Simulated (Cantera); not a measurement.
Cantera run, input and output.

```python
import numpy as np
import cantera as ct

gas = ct.Solution("h2o2.yaml")
gas.TPX = 1000, 2666, {'H2': 0.25, 'O2': 1, 'N2': 0.44}
reactor = ct.IdealGasConstPressureReactor(gas, energy="off", clone=False)
net = ct.ReactorNet([reactor])
net.rtol, net.atol = 1e-08, 1e-18
show = ['H2', 'O2', 'H', 'H2O', 'O', 'HO2', 'H2O2']
times = np.geomspace(7e-05, 9, 11)

steps = ct.SolutionArray(gas, extra=["t"])
rows = []
print(f"{'t/s':>10s}{'T/K':>9s}{'P/Pa':>11s}" + "".join(f"{s:>11s}" for s in show))
for t in times:
    while net.time < t:
        t_next = net.step()
        steps.append(gas.state, t=t_next)
    rows.append([np.interp(t, steps.t, y) for y in (steps.T, steps.P, *steps(*show).X.T)])
    print(f"{t:10.3e}{rows[-1][0]:9.1f}{rows[-1][1]:11.4g}" + "".join(f"{x:11.3e}" for x in rows[-1][2:]))
rate = np.gradient(steps.T, steps.t)
print("integrator steps:", len(steps.t))
if steps.T.max() > steps.T[0] + 200:
    print(f"time of steepest temperature rise: {steps.t[rate.argmax()]:.4e} s")
gas.TPX = 1000, 2666, {'H2': 0.25, 'O2': 1, 'N2': 0.44}
gas.equilibrate("TP")
print(f"equilibrium (TP): T = {gas.T:.1f} K  " + "  ".join(f"{s} {gas[s].X[0]:.3e}" for s in show))
```

Output:

```
       t/s      T/K       P/Pa         H2         O2          H        H2O          O        HO2       H2O2
 7.000e-05   1000.0       2666  1.479e-01  5.917e-01  1.158e-10  2.737e-11  2.935e-11  1.200e-10  1.269e-14
 2.270e-04   1000.0       2666  1.479e-01  5.917e-01  6.834e-10  6.245e-10  3.101e-10  4.020e-10  1.358e-13
 7.361e-04   1000.0       2666  1.479e-01  5.917e-01  4.947e-08  7.517e-08  2.523e-08  2.969e-09  2.005e-12
 2.387e-03   1000.0       2666  1.090e-01  5.728e-01  1.852e-02  2.840e-02  7.823e-03  1.132e-05  3.596e-07
 7.740e-03   1000.0       2666  2.071e-03  5.545e-01  3.411e-03  1.541e-01  5.002e-03  1.773e-05  6.976e-07
 2.510e-02   1000.0       2666  1.431e-04  5.588e-01  3.390e-05  1.594e-01  2.784e-04  5.701e-06  4.417e-07
 8.139e-02   1000.0       2666  1.246e-05  5.591e-01  9.061e-07  1.597e-01  2.482e-05  9.938e-07  1.808e-07
 2.639e-01   1000.0       2666  1.143e-06  5.591e-01  4.772e-08  1.597e-01  3.497e-06  1.694e-07  6.272e-08
 8.559e-01   1000.0       2666  1.448e-07  5.591e-01  4.139e-09  1.597e-01  6.915e-07  3.589e-08  2.136e-08
 2.775e+00   1000.0       2666  2.913e-08  5.591e-01  4.943e-10  1.597e-01  1.685e-07  9.163e-09  7.352e-09
 9.000e+00   1000.0       2666  7.293e-09  5.591e-01  6.961e-11  1.597e-01  4.572e-08  2.659e-09  2.490e-09
integrator steps: 1787
equilibrium (TP): T = 1000.0 K  H2 1.151e-10  O2 5.591e-01  H 1.501e-13  H2O 1.597e-01  O 7.248e-10  HO2 9.911e-10  H2O2 5.492e-11
```

Model: the H2/O2 subset of GRI-Mech 3.0, which has no nitrogen chemistry, integrated in Cantera. Radical loss at walls, strong at low pressure, is not modelled. The temperature is held fixed by assumption; the heat of reaction is taken as removed at once.
